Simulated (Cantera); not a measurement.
# Pyrogenic steam for wet oxidation

A perfectly stirred reactor is fed with 4.86 % H2, 5.29 % O2, 89.9 % N2, at 0.230 bar; it is held at 873 K, and followed from long to short residence time.

Detailed kinetics in Cantera: GRI-Mech 3.0 (53 species, 325 reactions). Below about 950 K walls govern HO2 and H2O2 in real vessels. The temperature is held fixed by assumption; the heat of reaction is taken as removed at once.

```csv
τ (s),x H2,x O2,x H2O,x N2O,x H,x H2O2
3.3,0.00235,0.0304,0.0474,2.46e-8,2.72e-6,2.90e-6
1.0,0.00307,0.0307,0.0467,1.94e-8,8.77e-6,1.29e-6
0.30,0.00444,0.0314,0.0453,1.36e-8,2.79e-5,6.38e-7
0.093,0.00680,0.0325,0.0428,8.82e-9,8.33e-5,3.80e-7
0.028,0.0109,0.0345,0.0385,5.23e-9,0.000240,2.82e-7
0.0086,0.0174,0.0377,0.0317,2.87e-9,0.000605,2.50e-7
0.0026,0.0274,0.0427,0.0211,1.33e-9,0.00122,2.19e-7
0.00080,0.0410,0.0493,0.00715,3.44e-10,0.00115,1.29e-7
```
x: mole fraction; the columns are a selection and need not sum to one.
